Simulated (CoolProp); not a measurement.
Vapour-liquid equilibrium of R1234ze(E) (1) + n-pentane (2) at 9.55 °C; x and y are mole fractions of (1).

Computed with CoolProp (multi-fluid Helmholtz-energy mixture model, Thol 2016 and Thol 2019; pair parameters Bell 2016).

### Question
Give the bubble pressure and the first vapour's composition at x = 0.05, 0.15, 0.95. Is there an azeotrope?

### Answer
x = 0.05: 0.07379 MPa, y = 0.512; x = 0.15: 0.1335 MPa, y = 0.748; x = 0.95: 0.2959 MPa, y = 0.976. No azeotrope shows between x = 0.05 and 0.95.

Pair parameters are fitted to limited data, so mixtures are less certain than the pure fluids. With so large a gap from Raoult's law the liquid may split in two, which this calculation doesn't test in full.
